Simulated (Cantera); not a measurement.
Feed: 1 mol SiHCl3, 27 mol NH3, 16 mol N2, at 12.8 Torr.

Equilibrium computed with Cantera from the NASA thermochemical tables; the gas is ideal and each condensed phase is pure. Candidate condensed phases: NH4Cl, Si, Si3N4; 28 gas species. Gases not in the tables: Si2H6 and higher silanes. Kinetics and transport are ignored.

What share of the Si ends up in condensed phases as a function of T (K), at 1275, 1325, 1375, 1425, 1475, 1525, 1575, 1625, 1675, 1725, 1775, 1825, 1875?


```csv
T (K),Si condensed (%),as
1275,99.9,Si3N4(s)
1325,99.8,Si3N4(s)
1375,99.6,Si3N4(s)
1425,99.1,Si3N4(s)
1475,98.1,Si3N4(s)
1525,96.4,Si3N4(s)
1575,93.4,Si3N4(s)
1625,88.7,Si3N4(s)
1675,81.9,Si3N4(s)
1725,73.0,Si3N4(s)
1775,61.7,Si3N4(s)
1825,59.1,Si(l)
1875,58.0,Si(l)
```
